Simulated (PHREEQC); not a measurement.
## Geothermal or formation water

Synthetic water in mg/kgw, 65 °C, pH 7.02, pe 10.2:

```json
[
 {"constituent": "Na", "mg/kgw": "6180"},
 {"constituent": "K", "mg/kgw": "0.0984"},
 {"constituent": "Ca", "mg/kgw": "64.5"},
 {"constituent": "Mg", "mg/kgw": "1820"},
 {"constituent": "Cl", "mg/kgw": "9280"},
 {"constituent": "S(6) as SO4", "mg/kgw": "7460"},
 {"constituent": "Alkalinity as HCO3", "mg/kgw": "2.61"},
 {"constituent": "Br", "mg/kgw": "527"},
 {"constituent": "B", "mg/kgw": "5.35"}
]
```

Valence states are taken as typed.

Equilibrium calculation in PHREEQC: ion-association model, phreeqc.dat.

| Property | Value |
|---|---|
| ionic strength | 0.413 mol/kgw |
| activity of water | 0.989 |
| specific conductance | 59000 µS/cm |
| density | 1.000 g/cm³ |
| charge-balance error | -0.3 % |

```
species  molality  activity   log γ
-------  --------  --------  ------
Cl-         0.262     0.168  -0.192
Na+         0.258     0.181  -0.155
Mg+2       0.0394    0.0107  -0.567
MgSO4      0.0355    0.0390   0.041
SO4-2      0.0314   0.00628  -0.699
NaSO4-     0.0104   0.00712  -0.164
Br-       0.00660   0.00402  -0.215
Ca+2      0.00122  0.000296  -0.615
H3BO3    0.000486  0.000535   0.041
CaSO4    0.000391  0.000430   0.041
HCO3-     1.45e-5   9.97e-6  -0.164
```

No solid was allowed to form. Constants without temperature data keep their 25 °C values here.
